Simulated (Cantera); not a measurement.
Adiabatic ignition

An adiabatic, constant-volume homogeneous reactor starts with CH4 : C2H6 : O2 : N2 = 1 : 0.14 : 1.49 : 5.58 (molar parts), at 1750 K and 11.0 bar.

Model: GRI-Mech 3.0 (53 species, 325 reactions), integrated in Cantera. Above 3000 K some thermodynamic fits are extrapolated.

```json
[
 {"t (s)": "5.00e-6", "T (K)": "1840", "P (bar)": "11.7", "x CH4": "0.102", "x C2H6": "0.00787", "x O2": "0.162", "x H2O": "0.0193", "x O": "2.39e-5"},
 {"t (s)": "1.36e-5", "T (K)": "3185", "P (bar)": "23.0", "x CH4": "1.43e-10", "x C2H6": "<1e-12", "x O2": "0.000628", "x H2O": "0.145", "x O": "0.00108"},
 {"t (s)": "3.69e-5", "T (K)": "3178", "P (bar)": "23.0", "x CH4": "1.50e-10", "x C2H6": "<1e-12", "x O2": "0.000589", "x H2O": "0.144", "x O": "0.00103"},
 {"t (s)": "0.000100", "T (K)": "3176", "P (bar)": "22.9", "x CH4": "1.52e-10", "x C2H6": "<1e-12", "x O2": "0.000579", "x H2O": "0.144", "x O": "0.00101"},
 {"t (s)": "0.000273", "T (K)": "3176", "P (bar)": "22.9", "x CH4": "1.52e-10", "x C2H6": "<1e-12", "x O2": "0.000579", "x H2O": "0.144", "x O": "0.00101"},
 {"t (s)": "0.000741", "T (K)": "3176", "P (bar)": "22.9", "x CH4": "1.52e-10", "x C2H6": "<1e-12", "x O2": "0.000579", "x H2O": "0.144", "x O": "0.00101"},
 {"t (s)": "0.00202", "T (K)": "3176", "P (bar)": "22.9", "x CH4": "1.52e-10", "x C2H6": "<1e-12", "x O2": "0.000579", "x H2O": "0.144", "x O": "0.00101"},
 {"t (s)": "0.00548", "T (K)": "3176", "P (bar)": "22.9", "x CH4": "1.52e-10", "x C2H6": "<1e-12", "x O2": "0.000579", "x H2O": "0.144", "x O": "0.00101"},
 {"t (s)": "0.0149", "T (K)": "3176", "P (bar)": "22.9", "x CH4": "1.52e-10", "x C2H6": "<1e-12", "x O2": "0.000579", "x H2O": "0.144", "x O": "0.00101"},
 {"t (s)": "0.0405", "T (K)": "3176", "P (bar)": "22.9", "x CH4": "1.52e-10", "x C2H6": "<1e-12", "x O2": "0.000579", "x H2O": "0.144", "x O": "0.00101"},
 {"t (s)": "0.110", "T (K)": "3176", "P (bar)": "22.9", "x CH4": "1.52e-10", "x C2H6": "<1e-12", "x O2": "0.000579", "x H2O": "0.144", "x O": "0.00101"},
 {"t (s)": "0.299", "T (K)": "3176", "P (bar)": "22.9", "x CH4": "1.52e-10", "x C2H6": "<1e-12", "x O2": "0.000579", "x H2O": "0.144", "x O": "0.00101"},
 {"t (s)": "0.812", "T (K)": "3176", "P (bar)": "22.9", "x CH4": "1.52e-10", "x C2H6": "<1e-12", "x O2": "0.000579", "x H2O": "0.144", "x O": "0.00101"},
 {"t (s)": "2.21", "T (K)": "3176", "P (bar)": "22.9", "x CH4": "1.52e-10", "x C2H6": "<1e-12", "x O2": "0.000579", "x H2O": "0.144", "x O": "0.00101"},
 {"t (s)": "6.00", "T (K)": "3176", "P (bar)": "22.9", "x CH4": "1.52e-10", "x C2H6": "<1e-12", "x O2": "0.000579", "x H2O": "0.144", "x O": "0.00101"}
]
```
x: mole fraction; the columns are a selection and need not sum to one.

```
Property                                                               Value
---------------------------------  -----------------------------------------
time of steepest temperature rise                                    7.37 µs
temperature at 6.00 s                                                 3176 K
equilibrium temperature                                               3176 K
x(CH4) at 6.00 s                   1.52e-10 (gas-phase equilibrium 1.73e-10)
x(C2H6) at 6.00 s                      <1e-12 (gas-phase equilibrium <1e-12)
x(O2) at 6.00 s                    0.000579 (gas-phase equilibrium 0.000579)
```
